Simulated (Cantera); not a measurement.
Input (Python, Cantera) and output of one run.

```python
import numpy as np
import cantera as ct

gas_names = [...]  # 109 gases of nasa_gas.yaml made of C, Cl, H, Si
cond_names = """
    C(gr) C6H6(L) C7H8(L) C8H18(L),n-octa Si(cr) Si(L) SiC(b)
""".split()


# ... load() reads the species with a 1 bar reference pressure and builds the phases ...
atoms = {
    'CH3SiCl3': {'C': 1, 'H': 3, 'Si': 1, 'CL': 3},
    'C2H4': {'C': 2, 'H': 4},
    'H2': {'H': 2},
}
top_T = {'C(gr)': 4500, 'SiC(b)': 3050}  # K; cautious upper limits of use, not melting points


# ... equilibrate(T, P, feed) seeds the gas with the atoms and calls Mixture.equilibrate('TP', solver="vcs", rtol=1e-11, max_steps=5000) ...
results = []
feed = {'CH3SiCl3': 1, 'C2H4': 0.17, 'H2': 4.9}  # mol
P = 1100  # Pa
for T in [1525, 1675, 1825, 1975, 2125, 2275, 2425, 2575]:
    mix = equilibrate(T, P, feed)
    results.append((T, P, feed, dict(zip(mix.species_names, mix.species_moles))))

top = {s: max(r[3][s] / sum(r[3][g] for g in gas_names) for r in results) for s in gas_names}
cols = sorted((s for s in top if top[s] > 1e-06), key=lambda s: -top[s])[:6]
seen = [c for c in cond_names if any(r[3].get(c, 0) > 1e-12 for r in results)]
print("log10 of partial pressures in bar; condensed amounts in mol")
print(f"{'T/K':>10s}" + "".join(f"{s[:9]:>10s}" for s in cols + seen))
for T, P, feed, n in results:
    ng = sum(n[g] for g in gas_names)
    print(f"{T:10.4g}" + "".join(f"{np.log10(max(n[s] / ng * P / 1e5, 1e-99)):10.3f}" for s in cols)
          + "".join(f"{n.get(c, 0):10.4g}" for c in seen))
```

Result:

```
log10 of partial pressures in bar; condensed amounts in mol
       T/K        H2       HCL         H        CL        Si     SiCL2     C(gr)    SiC(b)
      1525    -2.151    -2.412    -5.702    -6.059    -9.820    -4.254     0.387    0.9528
      1675    -2.149    -2.421    -5.010    -5.390    -8.234    -4.008    0.4163     0.923
      1825    -2.147    -2.436    -4.430    -4.836    -6.911    -3.818    0.4546    0.8831
      1975    -2.148    -2.456    -3.938    -4.373    -5.792    -3.674    0.4976    0.8352
      2125    -2.154    -2.486    -3.517    -3.983    -4.833    -3.571    0.5474    0.7723
      2275    -2.175    -2.535    -3.159    -3.660    -4.001    -3.513     0.647    0.6263
      2425    -2.239    -2.629    -2.867    -3.404    -3.287    -3.535     1.018         0
      2575    -2.329    -2.676    -2.625    -3.126    -3.214    -4.008    0.7905         0
```

Cantera equilibrium calculation (NASA polynomials, part measured and part estimated; ideal gas, pure solids and liquids). The feed counts by its element totals alone. The tables' values for SiCl, SiCl3 are old estimates; treat these amounts as uncertain. Gases not in the tables: Si2H6 and higher silanes.
